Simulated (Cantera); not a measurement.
A closed system holds: 1 mol Si, 1.4 mol Cl₂, 6.4 mol H₂, held at 1400000 Pa.

Equilibrium computed with Cantera from the NASA thermochemical tables; the gas is ideal and each condensed phase is pure. Candidate condensed phases: Si; 19 gas species. The tables' values for SiCl₃ are old estimates; treat these amounts as uncertain. Kinetics and transport are ignored.

Question: At 1023 K, list the 4 most abundant gas species with their mole fractions, and the condensed phases.

Answer: H₂ 0.875, SiHCl₃ 0.0609, SiCl₄ 0.0486, SiH₂Cl₂ 0.00845. Condensed: Si(s).
